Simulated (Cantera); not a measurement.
Charge: 1 mol PbO, 0.23 mol H2, equilibrated at 425 °C and 0.100 bar.

Equilibrium computed with Cantera from the NASA thermochemical tables; the gas is ideal and each condensed phase is pure. Candidate condensed phases: H2O, Pb, PbO, PbO2, Pb3O4; 12 gas species. Rates play no part.

Base state: H2O 1.000, H2 3.59e-5 (mole fractions); condensed: Pb(l) + PbO(red).

### Question
What changes in the equilibrium state with this change: PbO replaced by HgO?

### Answer
```json
[
 {"species": "Hg", "before": "0", "after": "0.619"},
 {"species": "O2", "before": "<1e-9", "after": "0.238"},
 {"species": "H2O", "before": "1.000", "after": "0.142"},
 {"species": "H2", "before": "3.59e-5", "after": "<1e-9"},
 {"species": "Pb(l), mol", "before": "0.230", "after": "0"},
 {"species": "PbO(red), mol", "before": "0.770", "after": "0"}
]
```
Further candidate phases: Hg, HgO.
